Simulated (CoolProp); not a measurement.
Saturation properties of n-nonane.

Computed with CoolProp (reference Helmholtz-energy equation of state, Lemmon 2006). It is a short technical equation, of lower accuracy than the large ones.

```csv
T (°C),p (bar),enthalpy of vaporisation (kJ/kg),vapour viscosity (µPa s)
34.75,0.01048,357.0,5.61
48.65,0.02255,349.1,5.85
62.55,0.04490,341.3,6.09
76.45,0.08360,333.4,6.33
90.35,0.1468,325.5,6.57
104.25,0.2450,317.4,6.80
118.15,0.3911,309.1,7.03
132.05,0.6004,300.6,7.26
145.95,0.8905,291.7,7.49
159.85,1.281,282.5,7.72
```

It boils at 150.8 °C under 1 atm.

Viscosity comes from a separate model (Huber 2004).
